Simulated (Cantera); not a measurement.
Charge: 1 mol SiH4, 0.075 mol C3H8, 110 mol H2, 0.12 mol CH4, equilibrated at 96000 Pa.

These are equilibrium values from Cantera (NASA tables, ideal gas, pure condensed phases), not measurements of a reactor. Candidate condensed phases: C, C6H6, C7H8, C8H18, Si, SiC; 87 gas species. Gases not in the tables: Si2H6 and higher silanes. The numbers say what is thermodynamically allowed, not how fast it happens.

Problem. At 2475 K, list the 4 most abundant gas species with their mole fractions, and the condensed phases.

Solution. H2 0.970, H 0.0226, Si 0.00404, SiH 0.00107. Condensed: SiC(s).
